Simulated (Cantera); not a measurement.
A closed system holds: 1 mol Si3N4, 2.8 mol CO2, 3.7 mol H2, held at 0.500 Pa.

Equilibrium computed with Cantera from the NASA thermochemical tables; the gas is ideal and each condensed phase is pure. Candidate condensed phases: C, C6H6, C7H8, C8H18, H2O, Si, SiC, SiO2, Si2N2O, Si3N4; 151 gas species. Mutual solubility and eutectic melting of coexisting phases are not modelled. The tables hold silica as quartz up to 1696 K and as liquid above; real silica turns to tridymite and cristobalite and melts near 1996 K. Equilibrium is a limit: real reactors are often held back by kinetics, nucleation or transport.

### Question
Which condensed phases are stable at each of these points (T (K)): 1023, 1173, 1323, 1473, 1623, 1773, 1923?

### Answer
| T (K) | condensed phases | Si condensed (%) |
|---|---|---|
| 1023 | SiO2(β-quartz) + Si2N2O(s) | 100.0 |
| 1173 | SiO2(β-quartz) + Si2N2O(s) | 99.8 |
| 1323 | SiO2(β-quartz) + Si2N2O(s) | 24.5 |
| 1473 | SiC(s) | 3.3 |
| 1623 | SiC(s) | 2.1 |
| 1773 | gas only | 0.0 |
| 1923 | gas only | 0.0 |

From 1023 K to 1323 K the condensed part is SiO2(β-quartz) + Si2N2O(s). From 1473 K to 1623 K the condensed part is SiC(s). From 1773 K to 1923 K nothing is condensed.
